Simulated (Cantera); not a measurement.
Input: 1 mol Al(CH3)3, 35 mol H2O, 99 mol H2, held at 2100 K and 10.0 mbar.

These are equilibrium values from Cantera (NASA tables, ideal gas, pure condensed phases), not measurements of a reactor. Candidate condensed phases: Al, Al2O3, C, C6H6, C7H8, C8H18, H2O; 121 gas species. The feed counts by its element totals alone. Equilibrium is a limit: real reactors are often held back by kinetics, nucleation or transport.

Base state: H2 0.741, H2O 0.210, H 0.0268, CO 0.0198, CO2 0.00114, OH 0.000907, O 2.34e-5 (mole fractions); condensed: Al2O3(s).

Q: What changes in the equilibrium state with this change: temperature from 2100 K to 875 K?

A: 
| species | before | after |
|---|---|---|
| H2 | 0.741 | 0.772 |
| H2O | 0.210 | 0.207 |
| CO | 0.0198 | 0.0124 |
| H | 0.0268 | <1e-9 |
| CO2 | 0.00114 | 0.00878 |
| OH | 0.000907 | <1e-9 |
| O | 2.34e-5 | <1e-9 |
| Al2O3(s), mol | 0.499 | 0.500 |

Q: What changes in the equilibrium state with this change: pressure from 10.0 mbar to 43.0 mbar?

A: 
```json
[
 {"species": "H2", "before": "0.741", "after": "0.753"},
 {"species": "H2O", "before": "0.210", "after": "0.213"},
 {"species": "CO", "before": "0.0198", "after": "0.0199"},
 {"species": "H", "before": "0.0268", "after": "0.0130"},
 {"species": "O", "before": "2.34e-5", "after": "5.41e-6"},
 {"species": "OH", "before": "0.000907", "after": "0.000438"},
 {"species": "CO2", "before": "0.00114", "after": "0.00114"},
 {"species": "Al2O3(s), mol", "before": "0.499", "after": "0.500"}
]
```
